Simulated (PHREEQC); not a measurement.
0.79 g of hydrous ferric oxide (600 m²/g; 0.2 weak and 0.005 strong sites per Fe, Dzombak-Morel constants, diffuse double layer) in 1 kg of water with 0.1 mol/kgw of an inert sodium salt, at 25 °C; the pH is set by adding NaOH or the inert anion's acid. O2 is buffered at 0.21 atm. No CO2 enters from the air. Precipitation was switched off in this run.

Base run: PHREEQC, ion-association model, wateq4f.dat. Each further column changes one thing. The table gives surface charge σ (C/m²).

```csv
pH,base,background salt from 0.1 to 0.01 mol/kgw,oxide from 0.79 to 4 g/kgw,0.0062 mol/kgw NaH2PO4 added
3,0.363,0.327,0.364,0.011
3.67,0.342,0.258,0.343,0.008
4.33,0.291,0.180,0.292,0.002
5,0.215,0.114,0.216,-0.010
5.67,0.142,0.067,0.142,-0.027
6.33,0.086,0.036,0.086,-0.048
7,0.045,0.017,0.045,-0.071
7.67,0.016,0.006,0.016,-0.087
8.33,-0.008,-0.003,-0.008,-0.097
9,-0.034,-0.013,-0.034,-0.110
9.67,-0.071,-0.029,-0.071,-0.127
10.33,-0.121,-0.055,-0.122,-0.151
11,-0.190,-0.100,-0.191,-0.204
```

The oxide is taken as insoluble; below pH 4 it would dissolve. H3PO4, which wateq4f.dat lacks, is added to it with the constant of phreeqc.dat.
